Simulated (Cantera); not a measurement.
A closed system holds: 1 mol C₃H₆, 0.66 mol H₂O, 31 mol H₂, equilibrated at 0.100 bar.

These are equilibrium values from Cantera (NASA tables, ideal gas, pure condensed phases), not measurements of a reactor. Candidate condensed phases: C, C₆H₆, C₇H₈, C₈H₁₈, H₂O; 110 gas species. Kinetics and transport are ignored.

x: gas mole fraction; n: condensed amount in mol.

```csv
T (K),x H₂,x CO,x H,x CH₄,n C(graphite)
1223,0.980,0.0187,9.41e-7,0.00128,2.30
1323,0.981,0.0187,4.97e-6,0.000654,2.32
1423,0.981,0.0187,2.08e-5,0.000366,2.33
1523,0.981,0.0187,(withheld),(withheld),2.33
1623,0.981,0.0187,0.000216,0.000143,2.33
1723,0.981,0.0187,(withheld),(withheld),2.33
1823,0.980,0.0187,0.00136,6.85e-5,2.32
```

Q: What belongs in the gaps?

A: 
- 1523, x H: 7.24e-5
- 1523, x CH₄: 0.000222
- 1723, x H: 0.000571
- 1723, x CH₄: 9.67e-5
